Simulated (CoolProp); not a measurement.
A closed Brayton cycle with dry air: compressor inlet 329.15 K and 0.92 MPa, high pressure 2.2 MPa, turbine inlet 875 K, compressor efficiency 0.8, turbine efficiency 0.93, recuperator effectiveness 0.9 (on enthalpy, no pinch check). Each further row changes one setting.

Computed with CoolProp (reference Helmholtz-energy equation of state, Lemmon 2000). It is a pseudo-pure fit of the blend.

| case | thermal efficiency (%) | net work (kJ/kg) | compressor to turbine work | compressor exit (K) | turbine exit (K) |
|---|---|---|---|---|---|
| as stated | 31.1 | 65.9 | 0.64 | 445.0 | 708.8 |
| turbine inlet 825 K | 28.1 | 55.3 | 0.68 | 445.0 | 666.8 |
| compressor inlet 339.15 K | 29.6 | 62.3 | 0.66 | 458.3 | 708.8 |
| high pressure 1.87 MPa | 31.7 | 59.0 | 0.61 | 421.3 | 737.4 |
| recuperator effectiveness 0.5 | 20.4 | 65.9 | 0.64 | 445.0 | 708.8 |
